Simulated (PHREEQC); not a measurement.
Consider water at 25 °C with 5.6 mmol/kgw H3PO4 and 74 mmol/kgw Na2SO4. Closed to the air; pH follows from the charge balance.

Computed with PHREEQC (ion-association model, phreeqc.dat).

Precipitation was switched off in this run.

Question: Predict the pH, ionic strength.

Answer: pH 2.86; ionic strength 0.197 mol/kgw.

Question: In which forms is P present?

Answer: H2PO4- 87 %, H3PO4 13 % of the P.
